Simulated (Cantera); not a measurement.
An adiabatic, constant-volume homogeneous reactor starts with CO : H₂ : O₂ : N₂ = 1 : 0.26 : 1.91 : 7.18 (molar parts), at 1300 K and 1.01 bar.

Model: GRI-Mech 3.0 (53 species, 325 reactions), integrated in Cantera.

Question: Predict: time of steepest temperature rise; temperature at 0.700 s; equilibrium temperature; x(CO) at 0.700 s; x(H₂) at 0.700 s; x(O₂) at 0.700 s; x(O) at 0.700 s; x(NO) at 0.700 s; x(CO₂) at 0.700 s; x(OH) at 0.700 s.

Answer: 
| Property | Value |
|---|---|
| time of steepest temperature rise | 63.9 µs |
| temperature at 0.700 s | 2349 K |
| equilibrium temperature | 2349 K |
| x(CO) at 0.700 s | 0.00337 (gas-phase equilibrium 0.00337) |
| x(H₂) at 0.700 s | 0.000146 (gas-phase equilibrium 0.000146) |
| x(O₂) at 0.700 s | 0.125 (gas-phase equilibrium 0.125) |
| x(O) at 0.700 s | 0.00177 (gas-phase equilibrium 0.00177) |
| x(NO) at 0.700 s | 0.0129 (gas-phase equilibrium 0.0129) |
| x(CO₂) at 0.700 s | 0.0991 (gas-phase equilibrium 0.0991) |
| x(OH) at 0.700 s | 0.00334 (gas-phase equilibrium 0.00334) |
